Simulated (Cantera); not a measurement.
A Cantera script and its output.

```python
import numpy as np
import cantera as ct

gas = ct.Solution("gri30.yaml")
gas.TPX = 1298, 6400, {'C2H6': 1, 'H2': 3.9}
reactor = ct.IdealGasConstPressureReactor(gas, energy="off", clone=False)
net = ct.ReactorNet([reactor])
net.rtol, net.atol = 1e-08, 1e-18
show = ['C2H6', 'H2', 'C2H4', 'C2H', 'C2H2', 'CH4']
times = np.geomspace(1e-06, 100, 14)

steps = ct.SolutionArray(gas, extra=["t"])
rows = []
print(f"{'t/s':>10s}{'T/K':>9s}{'P/Pa':>11s}" + "".join(f"{s:>11s}" for s in show))
for t in times:
    while net.time < t:
        t_next = net.step()
        steps.append(gas.state, t=t_next)
    rows.append([np.interp(t, steps.t, y) for y in (steps.T, steps.P, *steps(*show).X.T)])
    print(f"{t:10.3e}{rows[-1][0]:9.1f}{rows[-1][1]:11.4g}" + "".join(f"{x:11.3e}" for x in rows[-1][2:]))
rate = np.gradient(steps.T, steps.t)
print("integrator steps:", len(steps.t))
if steps.T.max() > steps.T[0] + 200:
    print(f"time of steepest temperature rise: {steps.t[rate.argmax()]:.4e} s")
gas.TPX = 1298, 6400, {'C2H6': 1, 'H2': 3.9}
gas.equilibrate("TP")
print(f"equilibrium (TP): T = {gas.T:.1f} K  " + "  ".join(f"{s} {gas[s].X[0]:.3e}" for s in show))
```

It prints:

```
       t/s      T/K       P/Pa       C2H6         H2       C2H4        C2H       C2H2        CH4
 1.000e-06   1298.0       6400  2.041e-01  7.959e-01  1.010e-10  1.134e-29  1.692e-18  2.876e-08
 4.125e-06   1298.0       6400  2.041e-01  7.959e-01  1.169e-08  7.936e-26  7.763e-16  4.743e-07
 1.701e-05   1298.0       6400  2.041e-01  7.959e-01  1.174e-06  4.119e-22  5.642e-13  7.151e-06
 7.017e-05   1298.0       6400  2.038e-01  7.959e-01  6.849e-05  2.982e-18  7.394e-10  8.028e-05
 2.894e-04   1298.0       6400  2.010e-01  7.959e-01  1.884e-03  8.169e-15  4.836e-07  7.145e-04
 1.194e-03   1298.0       6400  1.717e-01  7.951e-01  2.139e-02  2.991e-12  7.734e-05  1.022e-02
 4.924e-03   1298.0       6400  7.441e-02  7.880e-01  8.275e-02  9.159e-11  2.047e-03  5.146e-02
 2.031e-02   1298.0       6400  5.425e-03  7.836e-01  1.144e-01  3.466e-10  1.383e-02  8.254e-02
 8.377e-02   1298.0       6400  3.931e-04  7.865e-01  1.006e-01  2.061e-10  2.896e-02  8.343e-02
 3.455e-01   1298.0       6400  1.737e-04  7.910e-01  7.525e-02  2.537e-10  5.120e-02  8.237e-02
 1.425e+00   1298.0       6400  7.850e-05  7.981e-01  3.365e-02  3.506e-10  8.745e-02  8.066e-02
 5.878e+00   1298.0       6400  3.681e-05  8.007e-01  1.572e-02  3.235e-10  1.028e-01  8.073e-02
 2.424e+01   1298.0       6400  3.541e-05  7.985e-01  1.508e-02  3.092e-10  1.021e-01  8.425e-02
 1.000e+02   1298.0       6400  3.434e-05  7.912e-01  1.445e-02  2.726e-10  9.853e-02  9.581e-02
integrator steps: 1190
equilibrium (TP): T = 1298.0 K  C2H6 3.134e-05  H2 7.671e-01  C2H4 1.243e-02  C2H 1.864e-10  C2H2 8.686e-02  CH4 1.335e-01
```

Detailed kinetics in Cantera: GRI-Mech 3.0 (53 species, 325 reactions). GRI-Mech 3.0 stops at C3 and has no aromatics, soot or wall deposition, so with more carbon than oxygen in the feed, carbon stays in small species such as C2H2 where larger ones or solid carbon would form.
